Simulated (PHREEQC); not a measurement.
1 kg of water holding 0.089 mol/kgw NaCl, 0.51 mol/kgw MgCl2 and 0.27 mol/kgw MgSO4 is evaporated at 25 °C; the solids stay in contact with the brine. CO2 from the air is kept out. Solids allowed: Bischofite, Bloedite, Brucite, Epsomite, Halite, Hexahydrite, Kieserite, Mirabilite, Thenardite, MgCl2_4H2O. Others were left out.

Base run: PHREEQC, Pitzer model, pitzer.dat. Each further column changes one thing. The table gives water activity.

| H2O removed (mol) | base | temperature from 25 to 75 °C | temperature from 25 to 50 °C |
|---|---|---|---|
| 0 | 0.964 | 0.966 | 0.965 |
| 9.886 | 0.954 | 0.957 | 0.955 |
| 18.01 | 0.940 | 0.945 | 0.943 |
| 24.69 | 0.922 | 0.929 | 0.926 |
| 30.18 | 0.897 | 0.908 | 0.902 |
| 34.69 | 0.863 | 0.879 | 0.870 |
| 41.44 | 0.750 | 0.784 | 0.767 |
| 43.95 | 0.676 | 0.713 | 0.688 |
| 46.01 | 0.566 | 0.647 | 0.614 |
| 47.7 | 0.535 | 0.580 | 0.553 |
| 49.09 | 0.457 | 0.497 | 0.477 |
| 50.23 | 0.336 | 0.390 | 0.363 |

 At this temperature some constants are extrapolated from 25 °C, and those without enthalpy data are left unchanged.
